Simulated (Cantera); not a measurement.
## FeCl2 + O2 + H2 (halide evaporation, hydrolysis and transport)

Charge: 1 mol FeCl2, 0.67 mol O2, 120 mol H2, equilibrated at 1330 Pa.

Equilibrium computed with Cantera from the NASA thermochemical tables; the gas is ideal and each condensed phase is pure. Candidate condensed phases: Fe, FeCl2, FeCl3, FeO, Fe(OH)2, Fe(OH)3, Fe2O3, Fe3O4, H2O; 22 gas species. The numbers say what is thermodynamically allowed, not how fast it happens.

```json
[
 {"T (K)": "1075", "x H2": "0.972", "x HCl": "0.0164", "x H2O": "0.0111", "x H": "1.25e-7", "n Fe(α)": "0.992", "n Fe(γ)": "0"},
 {"T (K)": "1125", "x H2": "0.972", "x HCl": "0.0164", "x H2O": "0.0111", "x H": "3.79e-7", "n Fe(α)": "0.990", "n Fe(γ)": "0"},
 {"T (K)": "1175", "x H2": "0.972", "x HCl": "0.0163", "x H2O": "0.0111", "x H": "1.05e-6", "n Fe(α)": "0.988", "n Fe(γ)": "0"},
 {"T (K)": "1225", "x H2": "0.973", "x HCl": "0.0163", "x H2O": "0.0111", "x H": "2.66e-6", "n Fe(α)": "0", "n Fe(γ)": "0.987"},
 {"T (K)": "1275", "x H2": "0.973", "x HCl": "0.0163", "x H2O": "0.0111", "x H": "6.30e-6", "n Fe(α)": "0", "n Fe(γ)": "0.985"},
 {"T (K)": "1325", "x H2": "0.973", "x HCl": "0.0162", "x H2O": "0.0111", "x H": "1.40e-5", "n Fe(α)": "0", "n Fe(γ)": "0.983"},
 {"T (K)": "1375", "x H2": "0.973", "x HCl": "0.0162", "x H2O": "0.0111", "x H": "2.93e-5", "n Fe(α)": "0", "n Fe(γ)": "0.981"},
 {"T (K)": "1425", "x H2": "0.973", "x HCl": "0.0162", "x H2O": "0.0111", "x H": "5.83e-5", "n Fe(α)": "0", "n Fe(γ)": "0.979"},
 {"T (K)": "1475", "x H2": "0.972", "x HCl": "0.0161", "x H2O": "0.0111", "x H": "0.000111", "n Fe(α)": "0", "n Fe(γ)": "0.976"},
 {"T (K)": "1525", "x H2": "0.972", "x HCl": "0.0161", "x H2O": "0.0111", "x H": "0.000202", "n Fe(α)": "0", "n Fe(γ)": "0.972"},
 {"T (K)": "1575", "x H2": "0.972", "x HCl": "0.0161", "x H2O": "0.0111", "x H": "0.000355", "n Fe(α)": "0", "n Fe(γ)": "0.966"},
 {"T (K)": "1625", "x H2": "0.972", "x HCl": "0.0160", "x H2O": "0.0111", "x H": "0.000602", "n Fe(α)": "0", "n Fe(γ)": "0.955"}
]
```
x: gas mole fraction; n: condensed amount in mol.

From 1075 K to 1175 K the condensed part is Fe(α). From 1225 K to 1625 K the condensed part is Fe(γ). The main Fe-bearing gas is FeCl2 throughout. The share of Fe in condensed phases is highest at 1075 K (99.2 %) and lowest at 1625 K (95.5 %).
